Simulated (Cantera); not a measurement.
A closed system holds: 1 mol CO, 0.014 mol O2, equilibrated at 1775 K and 0.133 bar.

These are equilibrium values from Cantera (NASA tables, ideal gas, pure condensed phases), not measurements of a reactor. Equilibrium is a limit: real reactors are often held back by kinetics, nucleation or transport.

```
species   before     after
-------  -------  --------
CO         0.972     0.972
CO2       0.0280    0.0257
O        3.27e-9   0.00197
O2         <1e-9  0.000146
```
Gas species are given as mole fractions.

Task: Name the change that produced these shifts.
(A) O2 from 0.014 to 0.0078 mol
(B) O2 from 0.014 to 0.03 mol
(C) temperature from 1775 K to 2823.15 K
(D) O2 from 0.014 to 0.0067 mol

Result: C, temperature from 1775 K to 2823.15 K
